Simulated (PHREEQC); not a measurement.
0.11 g of hydrous ferric oxide (600 m²/g; 0.2 weak and 0.005 strong sites per Fe, Dzombak-Morel constants, diffuse double layer) in 1 kg of water with 0.1 mol/kgw of an inert sodium salt and 0.0023 mmol/kgw ZnSO4, at 25 °C; the pH is set by adding NaOH or the inert anion's acid. Oxygen is held at 0.21 atm. CO2 from the air is kept out. No solid was allowed to form.

All values are PHREEQC results (ion-association model, wateq4f.dat), not measurements.

```json
[
 {"pH": "4", "S sorbed (%)": "95.8", "Zn sorbed (%)": "0.0", "surface charge σ (C/m²)": "0.315"},
 {"pH": "4.5", "S sorbed (%)": "93.0", "Zn sorbed (%)": "0.1", "surface charge σ (C/m²)": "0.268"},
 {"pH": "5", "S sorbed (%)": "85.2", "Zn sorbed (%)": "0.8", "surface charge σ (C/m²)": "0.211"},
 {"pH": "5.5", "S sorbed (%)": "66.1", "Zn sorbed (%)": "5.4", "surface charge σ (C/m²)": "0.157"},
 {"pH": "6", "S sorbed (%)": "35.2", "Zn sorbed (%)": "27.9", "surface charge σ (C/m²)": "0.111"},
 {"pH": "6.5", "S sorbed (%)": "11.3", "Zn sorbed (%)": "70.6", "surface charge σ (C/m²)": "0.074"},
 {"pH": "7", "S sorbed (%)": "2.4", "Zn sorbed (%)": "94.2", "surface charge σ (C/m²)": "0.045"},
 {"pH": "7.5", "S sorbed (%)": "0.4", "Zn sorbed (%)": "99.2", "surface charge σ (C/m²)": "0.023"},
 {"pH": "8", "S sorbed (%)": "0.1", "Zn sorbed (%)": "99.9", "surface charge σ (C/m²)": "0.004"},
 {"pH": "8.5", "S sorbed (%)": "0.0", "Zn sorbed (%)": "100.0", "surface charge σ (C/m²)": "-0.013"},
 {"pH": "9", "S sorbed (%)": "0.0", "Zn sorbed (%)": "100.0", "surface charge σ (C/m²)": "-0.033"},
 {"pH": "9.5", "S sorbed (%)": "0.0", "Zn sorbed (%)": "100.0", "surface charge σ (C/m²)": "-0.059"},
 {"pH": "10", "S sorbed (%)": "0.0", "Zn sorbed (%)": "100.0", "surface charge σ (C/m²)": "-0.092"},
 {"pH": "10.5", "S sorbed (%)": "0.0", "Zn sorbed (%)": "100.0", "surface charge σ (C/m²)": "-0.135"},
 {"pH": "11", "S sorbed (%)": "0.0", "Zn sorbed (%)": "99.9", "surface charge σ (C/m²)": "-0.187"},
 {"pH": "11.5", "S sorbed (%)": "0.0", "Zn sorbed (%)": "99.6", "surface charge σ (C/m²)": "-0.246"},
 {"pH": "12", "S sorbed (%)": "0.0", "Zn sorbed (%)": "95.5", "surface charge σ (C/m²)": "-0.302"}
]
```
